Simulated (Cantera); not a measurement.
**Pyrogenic steam for wet oxidation**

An isothermal, constant-pressure homogeneous reactor starts with 8.68 % H2, 4.57 % O2, 86.8 % N2, equivalence ratio 0.95, at 1375 K and 1.00 bar.

Cantera simulation using GRI-Mech 3.0 (53 species, 325 reactions); the numbers are that mechanism's predictions, not measurements. The temperature is held fixed by assumption; the heat of reaction is taken as removed at once.

```tsv
t (s)	x H2	x O2	x HO2	x OH	x H2O	x O
0.000200	0.00934	0.00836	4.54e-6	0.00174	0.0736	0.00204
0.000434	0.00544	0.00538	3.02e-6	0.00105	0.0824	0.000684
0.000941	0.00279	0.00375	2.05e-6	0.000617	0.0869	0.000229
0.00204	0.00126	0.00294	1.42e-6	0.000359	0.0890	7.71e-5
0.00443	0.000486	0.00257	8.93e-7	0.000206	0.0900	2.51e-5
0.00960	0.000161	0.00243	4.31e-7	0.000114	0.0905	7.65e-6
0.0208	4.74e-5	0.00238	1.52e-7	6.26e-5	0.0906	2.25e-6
0.0452	1.39e-5	0.00237	4.57e-8	3.48e-5	0.0907	6.86e-7
0.0980	4.47e-6	0.00237	1.44e-8	2.03e-5	0.0907	2.33e-7
0.213	1.72e-6	0.00237	5.60e-9	1.28e-5	0.0907	9.31e-8
0.461	8.47e-7	0.00238	3.11e-9	9.08e-6	0.0907	4.65e-8
1.00	6.05e-7	0.00238	2.50e-9	7.65e-6	0.0907	3.30e-8
```
x: mole fraction; the columns are a selection and need not sum to one.

Equilibrium at this temperature and pressure: H2 5.76e-7, O2 0.00235, HO2 2.40e-9, OH 7.42e-6, H2O 0.0907, O 3.11e-8 (gas phase only).
